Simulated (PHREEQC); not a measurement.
# Acid rinse or clean (model solution)

Dissolve 0.00027 mol HF, 6e-05 mol NaCl and 0.053 mol KCl per kg of water at 25 °C. Closed to the air; pH follows from the charge balance.

All values are PHREEQC results (ion-association model, phreeqc.dat), not measurements.

```
Quantity                       Value
--------------------  --------------
pH                              3.73
ionic strength        0.0533 mol/kgw
specific conductance      6970 µS/cm
density                  1.000 g/cm³
total alkalinity       -0.270 meq/kg
```

```json
[
 {"species": "Cl-", "molality": "0.0531", "activity": "0.0430", "log γ": "-0.091"},
 {"species": "K+", "molality": "0.0530", "activity": "0.0429", "log γ": "-0.092"},
 {"species": "H+", "molality": "0.000220", "activity": "0.000188", "log γ": "-0.070"},
 {"species": "F-", "molality": "0.000220", "activity": "0.000178", "log γ": "-0.093"},
 {"species": "Na+", "molality": "6.00e-5", "activity": "4.93e-5", "log γ": "-0.086"},
 {"species": "HF", "molality": "4.95e-5", "activity": "5.01e-5", "log γ": "0.005"},
 {"species": "HF2-", "molality": "4.18e-8", "activity": "3.42e-8", "log γ": "-0.087"},
 {"species": "NaF", "molality": "4.98e-9", "activity": "5.04e-9", "log γ": "0.005"}
]
```

Precipitation was switched off in this run.
